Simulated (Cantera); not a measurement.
Charge: 1 mol SiF4, 1.1 mol N2O, 0.1 mol H2, at 1277 °C and 0.460 bar.

These are equilibrium values from Cantera (NASA tables, ideal gas, pure condensed phases), not measurements of a reactor. Candidate condensed phases: H2O, Si, SiO2, Si2N2O, Si3N4; 58 gas species. The tables hold silica as quartz up to 1696 K and as liquid above; real silica turns to tridymite and cristobalite and melts near 1996 K. Equilibrium is a limit: real reactors are often held back by kinetics, nucleation or transport.

Problem. What is the equilibrium state?

Solution. 
```
Property                              Result
--------------------------------  ----------
x(N2)                                  0.400
x(SiF4)                                0.346
x(O2)                                  0.181
x(HF)                                 0.0704
x(H2O)                               0.00119
x(NO)                                0.00103
x(OH)                                1.52e-5
x(O)                                 4.92e-6
x(NO2)                               3.00e-6
n(SiO2(β-quartz))                 0.0483 mol
gas amount                         2.748 mol
log10 activity of Si(s) (absent)      -20.32
```
